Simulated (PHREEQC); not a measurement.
# Copper plating or etch bath: speciation

Consider water at 50 °C with 0.058 mol/kgw CuCl2, 0.042 mol/kgw H2SO4 and 0.00034 mol/kgw H3BO3. Closed to the air; pH follows from the charge balance.

The numbers come from PHREEQC with the ion-association model, phreeqc.dat.

pH: 1.34
ionic strength: 0.197 mol/kgw
density: 0.998 g/cm³
total alkalinity: -84.0 meq/kg

```
species  molality  activity   log γ
-------  --------  --------  ------
Cl-         0.104    0.0737  -0.151
H+         0.0576    0.0456  -0.102
Cu+2       0.0399    0.0125  -0.503
HSO4-      0.0264    0.0194  -0.133
CuCl+      0.0108   0.00769  -0.149
SO4-2     0.00867   0.00242  -0.554
CuSO4     0.00694   0.00726   0.020
CuCl2    0.000373  0.000391   0.020
H3BO3    0.000340  0.000356   0.020
CuCl3-    2.17e-7   1.54e-7  -0.149
```

This is a speciation only: nothing precipitates in the calculation. At this temperature some constants are extrapolated from 25 °C, and those without enthalpy data are left unchanged.
